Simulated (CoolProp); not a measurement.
A closed Brayton cycle with nitrogen: compressor inlet 309.15 K and 6.5 MPa, high pressure 17 MPa, turbine inlet 690 K, compressor efficiency 0.89, turbine efficiency 0.93, recuperator effectiveness 0 (on enthalpy, no pinch check). Each further row changes one setting.

Values from CoolProp's reference Helmholtz-energy equation of state, Span 2000.

```
case                           thermal efficiency (%)  net work (kJ/kg)  compressor to turbine work  compressor exit (K)  turbine exit (K)
-----------------------------  ----------------------  ----------------  --------------------------  -------------------  ----------------
as stated                                        16.6              50.2                        0.70                420.9             539.7
turbine inlet 640 K                              15.4              37.9                        0.76                420.9             499.2
compressor inlet 319.15 K                        16.0              46.1                        0.73                434.4             539.7
high pressure 14.4 MPa                           14.5              47.2                        0.67                399.4             563.2
recuperator effectiveness 0.5                    21.1              50.2                        0.70                420.9             539.7
```
